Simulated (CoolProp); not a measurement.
CH2F2 (R32) along the isobar 46.7 bar: fugacity coefficient from the reference equation and from simpler models built on Tc = 351.3 K, pc = 57.83 bar, ω = 0.277; each cubic takes its own stable root.

Computed with CoolProp (reference Helmholtz-energy equation of state, Tillner-Roth 1997).

```csv
T (K),phase,reference,van der Waals,Redlich-Kwong
308,liquid,0.3804,0.5768,0.4675
314.1,liquid,0.4289,0.6124,0.5136
320.2,liquid,0.4799,0.6480,0.5605
326.3,liquid,0.5332,0.6832,0.6078
332.3,liquid,0.5874,0.7170,0.6541
338.4,liquid,0.6434,0.7342,0.6992
344.5,gas,0.6815,0.7469,0.7165
350.6,gas,0.7026,0.7586,0.7320
356.7,gas,0.7213,0.7694,0.7460
362.7,gas,0.7379,0.7793,0.7588
368.8,gas,0.7533,0.7887,0.7708
```

At some of these states van der Waals, Redlich-Kwong gives the other phase, because its saturation line lies elsewhere.
